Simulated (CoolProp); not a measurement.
Vapour-liquid equilibrium of dimethyl carbonate (1) + n-octane (2) at 381.4 K; x and y are mole fractions of (1).

Values from CoolProp's multi-fluid Helmholtz-energy mixture model, Zhou 2011 and Beckmüller 2019; pair parameters Bell 2016.

```csv
x,"bubble pressure, mixture model (MPa)","bubble pressure, Raoult's law (MPa)","y, mixture model","y, Raoult's law"
0.05,0.08284,0.06658,0.291,0.131
0.125,0.1094,0.07513,0.494,0.291
0.2,0.1294,0.08368,0.596,0.418
0.275,0.1440,0.09223,0.656,0.521
0.35,0.1545,0.1008,0.696,0.607
0.425,0.1621,0.1093,0.724,0.680
0.5,0.1676,0.1179,0.746,0.742
0.575,0.1717,0.1264,0.766,0.795
0.65,0.1749,0.1350,0.785,0.842
0.725,0.1775,0.1435,0.806,0.883
0.8,0.1794,0.1521,0.834,0.920
0.875,0.1802,0.1606,0.873,0.953
0.95,0.1785,0.1692,0.935,0.982
```

The largest gap from Raoult's law is +56.1 % in bubble pressure, at x = 0.275. y crosses x between x = 0.8 and 0.875: the model has an azeotrope there.

The pair parameters rest on a limited set of measurements; away from them the model extrapolates. With so large a gap from Raoult's law the liquid may split in two, which this calculation doesn't test in full.
